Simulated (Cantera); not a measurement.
An isothermal, constant-pressure homogeneous reactor starts with H₂ : O₂ : N₂ = 1.6 : 1 : 1.1 (molar parts), equivalence ratio 0.80, at 1375 K and 0.158 atm.

Model: the H2/O2 subset of GRI-Mech 3.0, which has no nitrogen chemistry, integrated in Cantera. The temperature is held fixed by assumption; the heat of reaction is taken as removed at once.

x: mole fraction; the columns are a selection and need not sum to one.

```csv
t (s),x H₂,x O₂,x H₂O,x H,x HO₂,x H₂O₂
7.00e-6,0.432,0.270,1.60e-7,2.78e-7,___,8.95e-10
2.93e-5,0.432,0.270,4.40e-5,3.79e-5,___,1.68e-8
0.000122,0.0608,0.104,0.302,0.165,2.30e-5,2.40e-6
0.000512,0.0289,0.0807,0.478,0.0302,2.42e-5,3.37e-6
0.00214,0.00273,0.0693,0.546,0.000670,___,1.33e-6
0.00895,0.000147,0.0689,0.551,8.43e-6,___,2.19e-7
0.0374,1.48e-5,0.0689,0.552,2.90e-7,___,3.77e-8
0.156,2.94e-6,0.0689,0.552,2.68e-8,___,9.34e-9
0.654,1.63e-6,0.0689,0.552,1.11e-8,4.74e-8,5.53e-9
2.74,1.62e-6,0.0689,0.552,1.10e-8,4.73e-8,5.47e-9
11.4,1.62e-6,0.0689,0.552,1.10e-8,4.73e-8,5.47e-9
47.8,1.62e-6,0.0689,0.552,1.10e-8,4.73e-8,5.47e-9
200,1.62e-6,0.0689,0.552,1.10e-8,4.73e-8,5.47e-9
```

Problem. What belongs in the gaps?

Solution. 
- 7.00e-6, x HO₂: 1.62e-7
- 2.93e-5, x HO₂: 1.03e-6
- 0.00214, x HO₂: 1.26e-5
- 0.00895, x HO₂: 1.47e-6
- 0.0374, x HO₂: 1.80e-7
- 0.156, x HO₂: 5.61e-8
